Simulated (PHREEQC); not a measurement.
Consider water at 25 °C with 0.0076 mol CuCl2 and 9.8e-05 mol HBF4 per kg of water. Closed to the air; pH follows from the charge balance.

Equilibrium calculation in PHREEQC: ion-association model, phreeqc.dat.

```json
[
 {"quantity": "pH", "before": "3.58", "after": "3.66"},
 {"quantity": "ionic strength (mol/kgw)", "before": "0.0227", "after": "0.0210"},
 {"quantity": "F- (mol/kgw)", "before": "0.000276", "after": "0.000223"},
 {"quantity": "HF (mol/kgw)", "before": "9.37e-5", "after": "0.000148"},
 {"quantity": "HF2- (mol/kgw)", "before": "9.94e-8", "after": "1.44e-7"},
 {"quantity": "BF2(OH)2- (mol/kgw)", "before": "7.25e-8", "after": "5.48e-8"}
]
```

Q: Name the change that produced these shifts.
A) HBF4 from 9.8e-05 to 8.82e-05 mol/kgw
B) diluted 5-fold with water
C) CuCl2 from 0.0076 to 0.00152 mol/kgw
D) HBF4 from 9.8e-05 to 9.8e-06 mol/kgw
E) temperature from 25 to 70 °C

A: E, temperature from 25 to 70 °C

Precipitation was switched off in this run. Away from 25 °C the constants follow the database's enthalpies or fits; those with neither stay at their 25 °C values. Real BF4- forms and hydrolyses slowly; the run takes it at equilibrium.
